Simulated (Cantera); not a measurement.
**Premixed flame**

A freely propagating, adiabatic, planar premixed flame of 1.68 % CH₄, 0.756 % C₂H₆, 1.16 % C₃H₈, 17.8 % O₂, 67.9 % N₂, 10.7 % H₂O, equivalence ratio 0.66, unburnt at 373 K and 2.40 bar; mixture-averaged transport, grid criteria slope 0.08 and curve 0.16, no radiation.

Detailed kinetics in Cantera: GRI-Mech 3.0 (53 species, 325 reactions). GRI-Mech 3.0 was tuned for natural gas; its chemistry of propane as a main component is partial and can be far from experiment. Burning velocities carry a grid error of a few per cent, more on coarse grids.

```
z (mm)  T (K)  u (m/s)    x CH₄   x C₂H₆   x C₃H₈    x C₂H  x H₂O     x CH₃
------  -----  -------  -------  -------  -------  -------  -----  --------
-1.49     374    0.121   0.0168  0.00755   0.0116    <1e-8  0.108     <1e-8
-0.996    381    0.123   0.0166  0.00754   0.0116    <1e-8  0.109     <1e-8
-0.747    404    0.131   0.0163  0.00748   0.0115    <1e-8  0.111     <1e-8
-0.498    514    0.167   0.0147  0.00705   0.0112    <1e-8  0.122     <1e-8
-0.249    868    0.286  0.00982  0.00471  0.00794    <1e-8  0.153   4.83e-6
-0.124   1165    0.386  0.00559  0.00205  0.00324    <1e-8  0.176  0.000105
0        1464    0.486  0.00117  8.04e-5  6.58e-5  1.07e-8  0.197  0.000168
0.124    1592    0.526  3.53e-5  2.71e-8    <1e-8    <1e-8  0.203   6.74e-6
0.249    1640    0.540  7.54e-7    <1e-8    <1e-8    <1e-8  0.205   1.64e-7
0.498    1672    0.550    <1e-8    <1e-8    <1e-8    <1e-8  0.206     <1e-8
0.996    1686    0.554    <1e-8    <1e-8    <1e-8    <1e-8  0.207     <1e-8
1.99     1689    0.555    <1e-8    <1e-8    <1e-8    <1e-8  0.208     <1e-8
3.98     1690    0.555    <1e-8    <1e-8    <1e-8    <1e-8  0.208     <1e-8
```
x: mole fraction of selected species; z is measured from the peak of heat release.

```yaml
laminar_burning_velocity: 12.1 cm/s
thermal_thickness: 0.498 mm
peak x(C₂H): 1.42e-8
peak x(CH₃): 0.000236
grid_points: 137
```
